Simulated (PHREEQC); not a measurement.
Dissolve 1 mol MgSO4 and 0.044 mol NaHCO3 per kg of water at 25 °C. Closed to the air; pH follows from the charge balance.

Model: Pitzer model, pitzer.dat, run in PHREEQC.

**Question.** The ionic strength comes out as 4.04 mol/kgw. What activity coefficients do CO3-2, Mg+2, SO4-2, Na+, MgOH+ get?

**Answer.** CO3-2 0.0051, Mg+2 0.13, SO4-2 0.023, Na+ 0.66, MgOH+ 0.44. Single-ion values are on the MacInnes scale.

Precipitation was switched off in this run. The solution is supersaturated, for example in Magnesite (slow to form), so a real one may precipitate; this is no full list. Species that the database lacks are ignored. In brines, pH and single-ion activities rest on the MacInnes convention.
